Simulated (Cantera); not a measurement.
Mixture: CH4 : O2 : N2 : H2O = 1 : 1 : 3.76 : 0.37 (molar parts), at 3.75 atm, adiabatic and at constant pressure. Ignition delay is the time to a rise of 400 K.

Model: GRI-Mech 3.0 (53 species, 325 reactions), integrated in Cantera.

**Question.** What does this change do: H2O 0.37 to 0.67 parts?

**Answer.** 
```tsv
quantity	before	after
delay at 1125 K	57.2 ms	59.2 ms
delay at 1225 K	15.6 ms	16.7 ms
delay at 1325 K	4.72 ms	5.21 ms
delay at 1425 K	1.53 ms	1.71 ms
delay at 1525 K	0.529 ms	0.589 ms
delay at 1625 K	0.196 ms	0.216 ms
delay at 1725 K	80.5 µs	86.9 µs
apparent activation energy between 1525 and 1725 K	210 kJ/mol	210 kJ/mol
```
